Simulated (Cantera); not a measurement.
A perfectly stirred reactor is fed with CH3OH : O2 : N2 = 1 : 2.42 : 9.1 (molar parts), equivalence ratio 0.62, at 1.20 bar; it is adiabatic with a 650 K inlet, and is followed from long to short residence time, starting on the burning branch (τ in s: 0.21, 0.08, 0.031, 0.012, 0.0046, 0.0018, 0.00069, 0.00026, 0.0001, 3.9e-05, 1.5e-05, 5.9e-06).

Cantera simulation using GRI-Mech 3.0 (53 species, 325 reactions); the numbers are that mechanism's predictions, not measurements. GRI-Mech 3.0 was tuned for natural gas; its chemistry of methanol as a main component is partial and can be far from experiment.

Task: What does this change do: inlet temperature 650 to 600 K?

Result: 
| quantity | before | after |
|---|---|---|
| blow-out, bracketed by the residence times tried | burning at 0.100 ms, out at 39.0 µs | burning at 0.260 ms, out at 0.100 ms |
| x(CH3OH) at τ = 0.210 s | 7.71e-7 | 9.27e-7 |
| x(O2) at τ = 0.210 s | 0.0701 | 0.0702 |
| x(CH2) at τ = 0.210 s | 1.50e-9 | 1.35e-9 |
| x(NO) at τ = 0.210 s | 0.000362 | 0.000216 |
| x(NO2) at τ = 0.210 s | 3.96e-7 | 2.56e-7 |
| x(CH3OH) at τ = 0.690 ms | 5.02e-5 | 5.61e-5 |
| x(O2) at τ = 0.690 ms | 0.0733 | 0.0735 |
| x(CH2) at τ = 0.690 ms | 1.80e-7 | 1.78e-7 |
| x(NO) at τ = 0.690 ms | 1.37e-5 | 1.08e-5 |
| x(NO2) at τ = 0.690 ms | 1.09e-8 | 9.42e-9 |
